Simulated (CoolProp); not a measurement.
Vapour pressure (MPa) of hexamethyldisiloxane (MM): the reference equation beside estimates from Tc = 518.7 K, pc = 1.931 MPa, ω = 0.418. Clausius-Clapeyron is anchored at 233.8 K with a constant enthalpy of vaporisation of 41.92 kJ/mol.

Computed with CoolProp (reference Helmholtz-energy equation of state, Thol 2016).

```csv
T (K),reference,Clausius-Clapeyron,Soave-Redlich-Kwong
233.8,6.707e-5,6.707e-5,7.014e-5
270.9,0.001175,0.001285,0.001176
308,0.009008,0.01209,0.008924
345.1,0.04065,0.07027,0.04044
382.2,0.1290,0.2902,0.1296
419.4,0.3228,0.9349,0.3282
456.5,0.6835,2.483,0.7004
493.6,1.296,5.696,1.324
```

Absolute difference from the reference over all 8 rows, mean and median: Clausius-Clapeyron 129.2 and 98.9 %, Soave-Redlich-Kwong 1.6 and 1.3 %.
